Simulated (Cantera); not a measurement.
What does this Cantera script print?

```python
import numpy as np
import cantera as ct

gas_names = """
    F BCL3 BF3 CL F2
""".split()
cond_names = """

""".split()


def load(file, names, dense=False):
    # The tables refer to 1 bar. Condensed volumes are neglected.
    table = {s.name: s for s in ct.Species.list_from_file(file)}
    out = []
    for n in names:
        d = dict(table[n].input_data)
        d["thermo"] = dict(d["thermo"], **{"reference-pressure": 1e5})
        if dense:
            d["equation-of-state"] = {"model": "constant-volume", "density": "1e6 g/cm^3"}
        out.append(ct.Species.from_dict(d))
    return out


species = {s.name: s for s in load("nasa_gas.yaml", gas_names) + load("nasa_condensed.yaml", cond_names)}
# Each term lists the table entries of one substance; the one whose range holds T is used.
reactions = {
    '3 F(g) + BCl3(g) = BF3(g) + 3 Cl(g)':
        [(-3, ['F']), (-1, ['BCL3']), (1, ['BF3']), (3, ['CL'])],
    '6 Cl(g) + 2 BF3(g) = 3 F2(g) + 2 BCl3(g)':
        [(-6, ['CL']), (-2, ['BF3']), (3, ['F2']), (2, ['BCL3'])],
}


def pick(names, T):
    return next(species[n] for n in names if species[n].thermo.min_temp <= T <= species[n].thermo.max_temp)


results = []
for label, terms in reactions.items():
    print(label)
    print("     T/K   dH/kJ  dS/(J/K)   dG/kJ   log10 K")
    for T in [1425, 1450, 1475, 1500, 1525, 1550, 1575, 1600]:
        used = [(nu, pick(names, T)) for nu, names in terms]
        dH = sum(nu * s.thermo.h(T) for nu, s in used) / 1e6
        dS = sum(nu * s.thermo.s(T) for nu, s in used) / 1e3
        dG = dH - T * dS / 1e3
        logK = -dG * 1e6 / (ct.gas_constant * T * np.log(10))
        results.append((label, T, dH, dS, dG, logK, [s.name for _, s in used]))
        print(f"{T:8g} {dH:8.1f} {dS:8.1f} {dG:8.1f} {logK:8.2f}")
```

It prints:

```
3 F(g) + BCl3(g) = BF3(g) + 3 Cl(g)
     T/K   dH/kJ  dS/(J/K)   dG/kJ   log10 K
    1425   -611.1    -25.1   -575.3    21.09
    1450   -611.1    -25.1   -574.6    20.70
    1475   -611.1    -25.1   -574.0    20.33
    1500   -611.1    -25.2   -573.4    19.97
    1525   -611.1    -25.2   -572.7    19.62
    1550   -611.1    -25.2   -572.1    19.28
    1575   -611.1    -25.2   -571.5    18.95
    1600   -611.1    -25.2   -570.9    18.64
6 Cl(g) + 2 BF3(g) = 3 F2(g) + 2 BCl3(g)
     T/K   dH/kJ  dS/(J/K)   dG/kJ   log10 K
    1425    721.9   -333.2   1196.8   -43.87
    1450    721.6   -333.4   1205.1   -43.41
    1475    721.4   -333.6   1213.5   -42.97
    1500    721.1   -333.8   1221.8   -42.55
    1525    720.8   -334.0   1230.2   -42.13
    1550    720.6   -334.1   1238.5   -41.74
    1575    720.3   -334.3   1246.9   -41.35
    1600    720.1   -334.5   1255.2   -40.98
```

Cantera with NASA thermochemical tables; ideal gases at 1 bar, condensed phases pure. Condensed species are held in their standard states even where they would react or evaporate.
